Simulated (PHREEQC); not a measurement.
A solution holds 11 mmol/kgw Pb(NO3)2, 18 mmol/kgw NaNO3 and 16 mmol/kgw Na2SO4, at 25 °C. Closed to the air; pH follows from the charge balance.

All values are PHREEQC results (ion-association model, phreeqc.dat), not measurements.

Task: The ionic strength comes out as 0.0755 mol/kgw. What activity coefficients do Na+, NO3-, Pb+2, Pb2OH+3, PbOH+ get?

Result: Na+ 0.80, NO3- 0.78, Pb+2 0.40, Pb2OH+3 0.13, PbOH+ 0.80.

Precipitation was switched off in this run. Examples of supersaturated solids here: Anglesite. Others may be too. Complexes and solids missing from the database can't appear.
